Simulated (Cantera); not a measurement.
A Cantera script and what it prints.

```python
import numpy as np
import cantera as ct

gas_names = [...]  # 76 gases of nasa_gas.yaml made of C, H
cond_names = """
    C(gr) C6H6(L) C7H8(L) C8H18(L),n-octa
""".split()


# ... load() reads the species with a 1 bar reference pressure and builds the phases ...
atoms = {
    'C3H8': {'C': 3, 'H': 8},
    'H2': {'H': 2},
}
top_T = {'C(gr)': 4500}  # K; cautious upper limits of use, not melting points


# ... equilibrate(T, P, feed) seeds the gas with the atoms and calls Mixture.equilibrate('TP', solver="vcs", rtol=1e-11, max_steps=5000) ...
results = []
feed = {'C3H8': 1, 'H2': 0.47}  # mol
T = 2475  # K
for P in [10, 46, 220, 1000, 4600, 22000, 100000, 460000, 2200000, 10000000]:
    mix = equilibrate(T, P, feed)
    results.append((T, P, feed, dict(zip(mix.species_names, mix.species_moles))))

top = {s: max(r[3][s] / sum(r[3][g] for g in gas_names) for r in results) for s in gas_names}
cols = sorted((s for s in top if top[s] > 1e-06), key=lambda s: -top[s])[:5]
seen = [c for c in cond_names if any(r[3].get(c, 0) > 1e-12 for r in results)]
print("log10 of partial pressures in bar; condensed amounts in mol")
print(f"{'P/Pa':>10s}" + "".join(f"{s[:9]:>10s}" for s in cols + seen))
for T, P, feed, n in results:
    ng = sum(n[g] for g in gas_names)
    print(f"{P:10.4g}" + "".join(f"{np.log10(max(n[s] / ng * P / 1e5, 1e-99)):10.3f}" for s in cols)
          + "".join(f"{n.get(c, 0):10.4g}" for c in seen))
```

It prints:

```
log10 of partial pressures in bar; condensed amounts in mol
      P/Pa        H2         H       CH4 C2H2,acet        C3     C(gr)
        10    -4.845    -4.070   -13.496    -6.857    -6.474     2.876
        46    -3.777    -3.537   -11.361    -5.789    -6.474     2.931
       220    -2.867    -3.082    -9.541    -4.880    -6.474     2.928
      1000    -2.101    -2.699    -8.009    -4.113    -6.474     2.921
      4600    -1.387    -2.341    -6.580    -3.399    -6.474     2.917
   2.2e+04    -0.683    -1.989    -5.171    -2.695    -6.474     2.915
     1e+05    -0.014    -1.655    -3.834    -2.026    -6.474     2.913
   4.6e+05     0.654    -1.321    -2.499    -1.358    -6.474      2.91
   2.2e+06     1.334    -0.981    -1.137    -0.678    -6.474     2.896
     1e+07     1.988    -0.654     0.169    -0.024    -6.474     2.841
```

These are equilibrium values from Cantera (NASA tables, ideal gas, pure condensed phases), not measurements of a reactor. The ideal-gas law is rough above about 30 bar.
